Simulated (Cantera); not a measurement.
An adiabatic, constant-pressure homogeneous reactor starts with CH₄ : O₂ : N₂ = 1 : 2.02 : 7.6 (molar parts), at 1175 K and 2.60 bar. Integrator tolerance rtol = 1e-08.

Cantera simulation using GRI-Mech 3.0 (53 species, 325 reactions); the numbers are that mechanism's predictions, not measurements.

Q: What does this change do: pressure from 2.60 bar to 10.0 bar?

A: 
| quantity | before | after |
|---|---|---|
| time of steepest temperature rise | 27.1 ms | 6.46 ms |
| temperature at 0.300 s | 2662 K | 2731 K |
| equilibrium temperature | 2662 K | 2731 K |
| x(CH₄) at 0.300 s | <1e-12 (gas-phase equilibrium <1e-12) | <1e-12 (gas-phase equilibrium <1e-12) |
| x(O₂) at 0.300 s | 0.0141 (gas-phase equilibrium 0.0141) | 0.0113 (gas-phase equilibrium 0.0113) |
| x(C₂H₂) at 0.300 s | <1e-12 (gas-phase equilibrium <1e-12) | <1e-12 (gas-phase equilibrium <1e-12) |
| x(H₂O) at 0.300 s | 0.165 (gas-phase equilibrium 0.165) | 0.170 (gas-phase equilibrium 0.170) |
| x(NO) at 0.300 s | 0.00732 (gas-phase equilibrium 0.00732) | 0.00731 (gas-phase equilibrium 0.00731) |
| x(HCN) at 0.300 s | 8.43e-10 (gas-phase equilibrium 8.43e-10) | 1.83e-9 (gas-phase equilibrium 1.83e-9) |

Q: What does this change do: initial temperature 1175 to 1450 K?

A: 
```
quantity                                                              before                                    after
---------------------------------  -----------------------------------------  ---------------------------------------
time of steepest temperature rise                                    27.1 ms                                 0.952 ms
temperature at 0.300 s                                                2662 K                                   2777 K
equilibrium temperature                                               2662 K                                   2777 K
x(CH₄) at 0.300 s                      <1e-12 (gas-phase equilibrium <1e-12)    <1e-12 (gas-phase equilibrium <1e-12)
x(O₂) at 0.300 s                       0.0141 (gas-phase equilibrium 0.0141)    0.0174 (gas-phase equilibrium 0.0174)
x(C₂H₂) at 0.300 s                     <1e-12 (gas-phase equilibrium <1e-12)    <1e-12 (gas-phase equilibrium <1e-12)
x(H₂O) at 0.300 s                        0.165 (gas-phase equilibrium 0.165)      0.156 (gas-phase equilibrium 0.156)
x(NO) at 0.300 s                     0.00732 (gas-phase equilibrium 0.00732)  0.00961 (gas-phase equilibrium 0.00961)
x(HCN) at 0.300 s                  8.43e-10 (gas-phase equilibrium 8.43e-10)  1.81e-9 (gas-phase equilibrium 1.81e-9)
```

Q: What does this change do: pressure from 2.60 bar to 2.10 bar?

A: 
```tsv
quantity	before	after
time of steepest temperature rise	27.1 ms	33.3 ms
temperature at 0.300 s	2662 K	2650 K
equilibrium temperature	2662 K	2650 K
x(CH₄) at 0.300 s	<1e-12 (gas-phase equilibrium <1e-12)	<1e-12 (gas-phase equilibrium <1e-12)
x(O₂) at 0.300 s	0.0141 (gas-phase equilibrium 0.0141)	0.0145 (gas-phase equilibrium 0.0145)
x(C₂H₂) at 0.300 s	<1e-12 (gas-phase equilibrium <1e-12)	<1e-12 (gas-phase equilibrium <1e-12)
x(H₂O) at 0.300 s	0.165 (gas-phase equilibrium 0.165)	0.164 (gas-phase equilibrium 0.164)
x(NO) at 0.300 s	0.00732 (gas-phase equilibrium 0.00732)	0.00730 (gas-phase equilibrium 0.00730)
x(HCN) at 0.300 s	8.43e-10 (gas-phase equilibrium 8.43e-10)	7.40e-10 (gas-phase equilibrium 7.40e-10)
```
